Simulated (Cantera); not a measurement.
Feed: 1 mol Si3H8, 0.78 mol Cl2, 66 mol N2, at 1498.15 K and 0.00133 bar.

These are equilibrium values from Cantera (NASA tables, ideal gas, pure condensed phases), not measurements of a reactor. Candidate condensed phases: NH4Cl, Si, Si3N4; 28 gas species. The feed counts by its element totals alone. N2 is the only nitrogen source here; it is nearly inert below about 1500 K, so the nitride shown seldom forms there in practice. The tables' values for SiCl3 are old estimates; treat these amounts as uncertain. Kinetics and transport are ignored.

Question: What is the equilibrium state?

Answer: 
```
Item                                  Value
--------------------------------  ---------
x(N2)                                 0.931
x(H2)                                0.0491
x(HCl)                               0.0179
x(SiCl2)                            0.00232
x(H)                               0.000104
x(Cl)                               3.07e-5
x(SiCl3)                            1.73e-5
x(SiCl)                             1.83e-6
n(Si3N4(s))                       0.946 mol
gas amount                        68.89 mol
log10 activity of Si(s) (absent)      -0.96
```
